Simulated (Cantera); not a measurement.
An isothermal, constant-pressure homogeneous reactor starts with 0.201 % CO, 3.92 % O2, 0.258 % H2O, 95.6 % N2, equivalence ratio 0.026, at 1348 K and 6.20 bar.

Cantera simulation using GRI-Mech 3.0 (53 species, 325 reactions); the numbers are that mechanism's predictions, not measurements.

Problem. Predict: x(CO) at 5.00 s; x(O2) at 5.00 s; x(H2O) at 5.00 s; x(NO) at 5.00 s; x(N2O) at 5.00 s.

Solution. 
```json
{
  "x(CO) at 5.00 s": "1.61e-9 (gas-phase equilibrium 1.61e-9)",
  "x(O2) at 5.00 s": "0.0382 (gas-phase equilibrium 0.0381)",
  "x(H2O) at 5.00 s": "0.00258 (gas-phase equilibrium 0.00258)",
  "x(NO) at 5.00 s": "1.36e-7 (gas-phase equilibrium 0.000253)",
  "x(N2O) at 5.00 s": "4.50e-8 (gas-phase equilibrium 4.49e-8)"
}
```
